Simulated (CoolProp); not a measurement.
The numbers come from the reference Helmholtz-energy equation of state, de Reuck 1993 in CoolProp.

**Question.** For methanol, give the phase and the viscosity (µPa s), fugacity coefficient at 192.9 K and 482 kPa; 410.6 K and 267 kPa.

**Answer.** 
- 192.9 K and 482 kPa: liquid; viscosity 5910, fugacity coefficient 5.10e-6
- 410.6 K and 267 kPa: gas; viscosity 13.2, fugacity coefficient 0.971

Viscosity comes from a separate model (Xiang 2006).
